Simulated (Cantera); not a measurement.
# Gas activation for diamond growth

An isothermal, constant-pressure homogeneous reactor starts with CH4 : H2 = 0.019 : 1 (molar parts), at 1798 K and 0.0130 bar.

Detailed kinetics in Cantera: GRI-Mech 3.0 (53 species, 325 reactions). GRI-Mech 3.0 stops at C3 and has no aromatics, soot or wall deposition, so with more carbon than oxygen in the feed, carbon stays in small species such as C2H2 where larger ones or solid carbon would form. Radical loss at walls, strong at low pressure, is not modelled.

```tsv
t (s)	x CH4	x H2	x C2H	x H	x C2H2	x CH2
3.00e-5	0.0186	0.981	<1e-12	7.20e-7	<1e-12	<1e-12
0.000102	0.0186	0.981	<1e-12	2.75e-6	<1e-12	3.07e-12
0.000344	0.0186	0.981	<1e-12	9.91e-6	<1e-12	4.02e-11
0.00116	0.0186	0.981	<1e-12	3.42e-5	7.11e-11	4.97e-10
0.00393	0.0186	0.981	<1e-12	0.000116	1.08e-8	5.79e-9
0.0133	0.0185	0.981	6.17e-12	0.000392	1.78e-6	6.44e-8
0.0451	0.0178	0.980	1.60e-9	0.00124	0.000146	5.81e-7
0.152	0.0136	0.981	4.22e-8	0.00226	0.00211	1.43e-6
0.516	0.00631	0.985	1.34e-7	0.00259	0.00587	9.14e-7
1.75	0.00192	0.987	2.07e-7	0.00289	0.00814	3.63e-7
5.91	0.000515	0.988	2.38e-7	0.00305	0.00887	1.10e-7
20.0	0.000154	0.988	2.45e-7	0.00309	0.00905	3.39e-8
```
x: mole fraction; the columns are a selection and need not sum to one.

Equilibrium at this temperature and pressure: CH4 7.13e-5, H2 0.988, C2H 2.47e-7, H 0.00309, C2H2 0.00910, CH2 1.58e-8 (gas phase only).
